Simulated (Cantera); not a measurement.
Transport properties of process gases

Gas mixture: 65.5 % CO2, 34.5 % C2H2, at 0.320 bar, frozen composition.

Cantera's kinetic-theory transport with the Lennard-Jones parameters of GRI-Mech 3.0, ideal gas; thermal conductivity in the mixture-averaged form. The composition is frozen, though it would react at the higher temperatures.

| T (K) | ρ (kg/m³) | cp (J/kg/K) | μ (µPa s) | λ (mW/m/K) | Pr | D (cm²/s) CO2 | D (cm²/s) H | D (cm²/s) CH4 |
|---|---|---|---|---|---|---|---|---|
| 400 | 0.364 | 1174 | 17.8 | 28.5 | 0.734 | 0.671 | 5.18 | 0.936 |
| 550 | 0.265 | 1313 | 23.4 | 41.7 | 0.736 | 1.20 | 9.18 | 1.66 |
| 700 | 0.208 | 1415 | 28.3 | 54.4 | 0.735 | 1.85 | 14.0 | 2.53 |
| 850 | 0.171 | 1494 | 32.7 | 66.4 | 0.735 | 2.60 | 19.6 | 3.53 |
| 1000 | 0.146 | 1561 | 36.7 | 77.9 | 0.736 | 3.44 | 25.8 | 4.66 |
| 1150 | 0.127 | 1613 | 40.5 | 88.8 | 0.736 | 4.37 | 32.7 | 5.90 |
| 1300 | 0.112 | 1658 | 44.1 | 99.3 | 0.736 | 5.39 | 40.2 | 7.25 |
| 1450 | 0.100 | 1694 | 47.5 | 109 | 0.736 | 6.48 | 48.3 | 8.71 |
| 1600 | 0.0910 | 1725 | 50.7 | 119 | 0.736 | 7.65 | 57.0 | 10.3 |
D: mixture-averaged diffusion coefficient of that species in the mixture.
